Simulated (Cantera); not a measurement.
What does this Cantera script print?

```python
import numpy as np
import cantera as ct

gas_names = [...]  # 47 gases of nasa_gas.yaml made of Cl, H, N, O, Si
cond_names = """
    H2O(s) H2O(L) NH4CL(a) NH4CL(b) Si(cr) Si(L) SiO2(Lqz) SiO2(hqz) SiO2(L) Si2N2O(s) Si3N4(a)
""".split()


# ... load() reads the species with a 1 bar reference pressure and builds the phases ...
atoms = {
    'SiH2Cl2': {'Si': 1, 'H': 2, 'CL': 2},
    'NO': {'N': 1, 'O': 1},
    'H2': {'H': 2},
}
top_T = {'Si2N2O(s)': 2100, 'Si3N4(a)': 2400}  # K; cautious upper limits of use, not melting points


# ... equilibrate(T, P, feed) seeds the gas with the atoms and calls Mixture.equilibrate('TP', solver="vcs", rtol=1e-11, max_steps=5000) ...
results = []
feed = {'SiH2Cl2': 1, 'NO': 0.52, 'H2': 3.4}  # mol
P = 10000  # Pa
for T in [973, 1073, 1173, 1273, 1373, 1473, 1573, 1673]:
    mix = equilibrate(T, P, feed)
    results.append((T, P, feed, dict(zip(mix.species_names, mix.species_moles))))
    x = sorted(zip(gas.X, gas.species_names), reverse=True)
    print(f"T = {T:g} K  P = {P:g} Pa  gas = {mix.phase_moles(0):.4g} mol")
    print("   x: " + "  ".join(f"{s} {v:.3e}" for v, s in x if v > 0.001))
    print("   condensed (mol): " + ("  ".join(f"{mix.phase(i).name} {mix.phase_moles(i):.4g}"
          for i in range(1, mix.n_phases) if mix.phase_moles(i) > 1e-12) or "none"))
```

Result:

```
T = 973 K  P = 10000 Pa  gas = 5.05 mol
   x: H2 8.093e-01  HCL 1.214e-01  SiCL4 6.668e-02  SiHCL3 2.497e-03
   condensed (mol): SiO2(hqz) 0.13  Si2N2O(s) 0.26
T = 1073 K  P = 10000 Pa  gas = 5.053 mol
   x: H2 8.059e-01  HCL 1.249e-01  SiCL4 6.334e-02  SiHCL3 5.009e-03
   condensed (mol): SiO2(hqz) 0.13  Si2N2O(s) 0.26
T = 1173 K  P = 10000 Pa  gas = 5.067 mol
   x: H2 7.976e-01  HCL 1.333e-01  SiCL4 5.612e-02  SiHCL3 7.826e-03  SiCL3 3.195e-03  SiCL2 1.793e-03
   condensed (mol): SiO2(hqz) 0.13  Si2N2O(s) 0.26
T = 1273 K  P = 10000 Pa  gas = 5.124 mol
   x: H2 7.771e-01  HCL 1.546e-01  SiCL4 4.136e-02  SiCL2 1.033e-02  SiHCL3 8.308e-03  SiCL3 8.072e-03
   condensed (mol): SiO2(hqz) 0.13  Si2N2O(s) 0.26
T = 1373 K  P = 10000 Pa  gas = 5.225 mol
   x: H2 7.454e-01  HCL 1.875e-01  SiCL2 2.738e-02  SiCL4 2.224e-02  SiCL3 1.147e-02  SiHCL3 5.593e-03
   condensed (mol): SiO2(hqz) 0.1295  Si2N2O(s) 0.26
T = 1473 K  P = 10000 Pa  gas = 5.32 mol
   x: H2 7.177e-01  HCL 2.157e-01  SiCL2 4.338e-02  SiCL3 1.039e-02  SiCL4 8.508e-03  SiHCL3 2.659e-03  SiO 1.448e-03
   condensed (mol): SiO2(hqz) 0.1261  Si2N2O(s) 0.26
T = 1573 K  P = 10000 Pa  gas = 5.404 mol
   x: H2 6.961e-01  HCL 2.349e-01  SiCL2 5.004e-02  SiO 7.933e-03  SiCL3 7.095e-03  SiCL4 2.646e-03  SiHCL3 1.040e-03
   condensed (mol): SiO2(hqz) 0.1087  Si2N2O(s) 0.2597
T = 1673 K  P = 10000 Pa  gas = 5.558 mol
   x: H2 6.635e-01  HCL 2.554e-01  SiCL2 4.403e-02  SiO 3.046e-02  SiCL3 4.026e-03
   condensed (mol): SiO2(hqz) 0.04796  Si2N2O(s) 0.2546
```

Cantera equilibrium calculation (NASA polynomials, part measured and part estimated; ideal gas, pure solids and liquids). Mutual solubility and eutectic melting of coexisting phases are not modelled. The tables' values for SiCl3, SiCl are old estimates; treat these amounts as uncertain. The tables hold silica as quartz up to 1696 K and as liquid above; real silica turns to tridymite and cristobalite and melts near 1996 K.
